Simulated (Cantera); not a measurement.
Gas mixture: 100 % O2, at 1.00 bar, frozen composition.

Cantera's kinetic-theory transport with the Lennard-Jones parameters of GRI-Mech 3.0, ideal gas; thermal conductivity in the multicomponent form.

D: mixture-averaged diffusion coefficient of that species in the mixture.

```csv
T (K),ρ (kg/m³),cp (J/kg/K),μ (µPa s),λ (mW/m/K),Pr,D (cm²/s) NH3,D (cm²/s) CH3,D (cm²/s) NO
400,0.962,941.4,25.6,33.9,0.712,0.390,0.384,0.344
550,0.700,987.2,32.1,44.6,0.711,0.703,0.667,0.593
700,0.550,1031,37.8,54.9,0.710,1.08,1.01,0.892
850,0.453,1065,?,?,0.709,?,?,?
1000,0.385,1090,?,?,0.709,?,?,?
1150,0.335,1109,52.5,82.1,0.709,2.57,2.32,2.05
1300,0.296,1125,56.9,90.3,0.708,3.17,2.84,2.51
```

**Question.** Some entries are withheld; supply them.

**Answer.** 
- 850, μ (µPa s): 43.0
- 850, λ (mW/m/K): 64.6
- 850, D (cm²/s) NH3: 1.53
- 850, D (cm²/s) CH3: 1.40
- 850, D (cm²/s) NO: 1.24
- 1000, μ (µPa s): 47.9
- 1000, λ (mW/m/K): 73.7
- 1000, D (cm²/s) NH3: 2.02
- 1000, D (cm²/s) CH3: 1.84
- 1000, D (cm²/s) NO: 1.62
